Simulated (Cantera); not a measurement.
Charge: 1 mol Si, 6.7 mol HCl, equilibrated at 6.40 mbar.

Method: chemical equilibrium by Gibbs-energy minimisation in Cantera with the NASA 1993 tables (ideal gas, pure condensed phases). Candidate condensed phases: Si; 19 gas species. Equilibrium is a limit: real reactors are often held back by kinetics, nucleation or transport.

**Question.** At 550 K, list the 3 most abundant gas species with their mole fractions, and the condensed phases.

**Answer.** HCl 0.474, H2 0.351, SiCl4 0.175. Condensed: gas only.
